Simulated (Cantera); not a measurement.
Cantera run, input and output.

```python
import numpy as np
import cantera as ct

gas = ct.Solution("gri30.yaml")
gas.TPX = 1475, 2666, {'CH4': 1, 'N2': 58}
reactor = ct.IdealGasConstPressureReactor(gas, energy="off", clone=False)
net = ct.ReactorNet([reactor])
net.rtol, net.atol = 1e-08, 1e-18
show = ['CH4', 'C2H2', 'CH2', 'C2H', 'H', 'HCN']
times = np.geomspace(8e-06, 100, 9)

steps = ct.SolutionArray(gas, extra=["t"])
rows = []
print(f"{'t/s':>10s}{'T/K':>9s}{'P/Pa':>11s}" + "".join(f"{s:>11s}" for s in show))
for t in times:
    while net.time < t:
        t_next = net.step()
        steps.append(gas.state, t=t_next)
    rows.append([np.interp(t, steps.t, y) for y in (steps.T, steps.P, *steps(*show).X.T)])
    print(f"{t:10.3e}{rows[-1][0]:9.1f}{rows[-1][1]:11.4g}" + "".join(f"{x:11.3e}" for x in rows[-1][2:]))
rate = np.gradient(steps.T, steps.t)
print("integrator steps:", len(steps.t))
if steps.T.max() > steps.T[0] + 200:
    print(f"time of steepest temperature rise: {steps.t[rate.argmax()]:.4e} s")
gas.TPX = 1475, 2666, {'CH4': 1, 'N2': 58}
gas.equilibrate("TP")
print(f"equilibrium (TP): T = {gas.T:.1f} K  " + "  ".join(f"{s} {gas[s].X[0]:.3e}" for s in show))
```

It prints:

```
       t/s      T/K       P/Pa        CH4       C2H2        CH2        C2H          H        HCN
 8.000e-06   1475.0       2666  1.695e-02  1.175e-25  3.867e-19  8.904e-37  6.736e-10  1.101e-22
 6.169e-05   1475.0       2666  1.695e-02  3.158e-22  1.577e-16  1.011e-31  4.212e-09  1.578e-20
 4.757e-04   1475.0       2666  1.695e-02  4.228e-18  3.334e-14  2.579e-26  1.041e-08  1.508e-18
 3.668e-03   1475.0       2666  1.695e-02  3.036e-14  1.367e-12  1.655e-21  1.063e-08  1.116e-16
 2.828e-02   1475.0       2666  1.694e-02  1.199e-10  5.923e-11  5.105e-17  1.114e-08  9.846e-15
 2.181e-01   1475.0       2666  1.690e-02  4.356e-07  2.725e-09  7.125e-13  3.963e-08  1.645e-12
 1.682e+00   1475.0       2666  1.443e-02  6.914e-04  2.674e-08  5.252e-10  1.471e-06  3.604e-09
 1.297e+01   1475.0       2666  6.028e-03  5.299e-03  1.053e-08  2.931e-09  5.509e-06  9.962e-08
 1.000e+02   1475.0       2666  7.406e-04  7.963e-03  2.419e-09  5.788e-09  1.080e-05  5.637e-07
integrator steps: 1132
equilibrium (TP): T = 1475.0 K  CH4 3.647e-06  C2H2 9.669e-04  CH2 1.511e-11  C2H 7.866e-10  H 1.264e-05  HCN 1.473e-02
```

Cantera simulation using GRI-Mech 3.0 (53 species, 325 reactions); the numbers are that mechanism's predictions, not measurements. GRI-Mech 3.0 stops at C3 and has no aromatics, soot or wall deposition, so with more carbon than oxygen in the feed, carbon stays in small species such as C2H2 where larger ones or solid carbon would form. Radical loss at walls, strong at low pressure, is not modelled.
